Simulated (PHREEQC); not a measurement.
Dissolve 0.00017 mol H2S, 0.21 mol HCl and 5.2e-05 mol MnCl2 per kg of water at 20 °C. Closed to the air; pH follows from the charge balance.

Equilibrium calculation in PHREEQC: ion-association model, wateq4f.dat.

The pH comes out as 0.78 and the ionic strength comes out as 0.210 mol/kgw. The activity of water is 0.993 and the total alkalinity is -210 meq/kg.

| species | molality | activity | log γ |
|---|---|---|---|
| Cl- | 0.210 | 0.149 | -0.149 |
| H+ | 0.210 | 0.167 | -0.099 |
| H2S | 0.000170 | 0.000178 | 0.021 |
| Mn+2 | 4.06e-5 | 1.32e-5 | -0.488 |
| MnCl+ | 1.09e-5 | 8.02e-6 | -0.132 |
| MnCl2 | 4.98e-7 | 5.22e-7 | 0.021 |
| MnCl3- | 2.91e-8 | 2.15e-8 | -0.132 |

No solid was allowed to form. Complexes and solids missing from the database can't appear. The polysulfide entries of wateq4f.dat were taken out for this run.
